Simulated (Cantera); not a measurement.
An isothermal, constant-pressure homogeneous reactor starts with H₂ : O₂ = 0.1 : 1 (molar parts), equivalence ratio 0.050, at 1225 K and 1330 Pa.

Computed with Cantera and GRI-Mech 3.0 (53 species, 325 reactions). Radical loss at walls, strong at low pressure, is not modelled. The temperature is held fixed by assumption; the heat of reaction is taken as removed at once.

x: mole fraction; the columns are a selection and need not sum to one.

| t (s) | x H₂ | x O₂ | x O | x H | x OH | x H₂O₂ | x HO₂ |
|---|---|---|---|---|---|---|---|
| 1.00e-5 | 0.0909 | 0.909 | 1.34e-10 | 1.08e-9 | 1.28e-10 | <1e-12 | 1.21e-9 |
| 3.83e-5 | 0.0909 | 0.909 | 1.60e-9 | 3.58e-9 | 1.37e-9 | <1e-12 | 4.62e-9 |
| 0.000147 | 0.0909 | 0.909 | 2.01e-8 | 1.86e-8 | 1.42e-8 | 1.18e-11 | 1.77e-8 |
| 0.000562 | 0.0909 | 0.909 | 2.48e-6 | 1.88e-6 | 1.63e-6 | 1.77e-10 | 7.65e-8 |
| 0.00215 | 0.00424 | 0.848 | 0.0462 | 0.0225 | 0.00732 | 2.01e-7 | 5.19e-6 |
| 0.00825 | 0.00200 | 0.858 | 0.0405 | 0.0143 | 0.00549 | 1.48e-7 | 4.93e-6 |
| 0.0316 | [?] | 0.885 | [?] | [?] | [?] | 1.56e-7 | [?] |
| 0.121 | 0.000132 | 0.902 | 0.00242 | 0.000212 | 0.00143 | 1.02e-7 | 1.91e-6 |
| 0.464 | 1.10e-5 | 0.904 | 0.000204 | 5.19e-6 | 0.000418 | 3.34e-8 | 3.54e-7 |
| 1.78 | 1.23e-6 | 0.905 | 2.29e-5 | 1.96e-7 | 0.000140 | 8.64e-9 | 5.56e-8 |
| 6.81 | 1.98e-7 | 0.905 | 3.72e-6 | 1.28e-8 | 5.66e-5 | 2.18e-9 | 1.50e-8 |
| 26.1 | 4.31e-8 | 0.905 | 8.14e-7 | 1.31e-9 | 2.65e-5 | 6.11e-10 | 1.32e-8 |
| 100 | [?] | 0.905 | [?] | 3.93e-10 | [?] | 3.22e-10 | [?] |

Task: Fill in the missing entries.

Result: 
- 0.0316, x H₂: 0.000917
- 0.0316, x O: 0.0174
- 0.0316, x H: 0.00406
- 0.0316, x OH: 0.00376
- 0.0316, x HO₂: 4.26e-6
- 100, x H₂: 1.92e-8
- 100, x O: 3.64e-7
- 100, x OH: 1.77e-5
- 100, x HO₂: 1.72e-8
